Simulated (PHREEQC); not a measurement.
1.4 g of hydrous ferric oxide (600 m²/g; 0.2 weak and 0.005 strong sites per Fe, Dzombak-Morel constants, diffuse double layer) in 1 kg of water with 0.1 mol/kgw of an inert sodium salt, at 25 °C; the pH is set by adding NaOH or the inert anion's acid. Oxygen is held at 0.21 atm. CO2 from the air is kept out. No solid was allowed to form.

Base run: PHREEQC, ion-association model, wateq4f.dat. Each further column changes one thing. The table gives surface charge σ (C/m²).

```tsv
pH	base	background salt from 0.1 to 0.01 mol/kgw	oxide from 1.4 to 7 g/kgw	0.0018 mol/kgw ZnSO4 added
4	0.321	0.220	0.323	0.102
5	0.215	0.115	0.217	0.090
6	0.112	0.050	0.112	___
6.5	0.074	___	0.074	0.062
7.5	0.022	0.008	0.022	0.062
8.5	-0.014	___	-0.014	___
9.5	-0.060	-0.024	-0.060	0.022
10	-0.094	-0.041	-0.094	0.004
11	-0.190	-0.100	-0.192	-0.040
12	-0.307	-0.231	-0.309	-0.155
```

### Question
Fill in the missing entries.

### Answer

- 6, 0.0018 mol/kgw ZnSO4 added: 0.067
- 6.5, background salt from 0.1 to 0.01 mol/kgw: 0.030
- 8.5, background salt from 0.1 to 0.01 mol/kgw: -0.005
- 8.5, 0.0018 mol/kgw ZnSO4 added: 0.053

 In at least one series the solution becomes supersaturated in solids that the run did not let form, among them Zincite(c), Zn4(OH)6SO4.
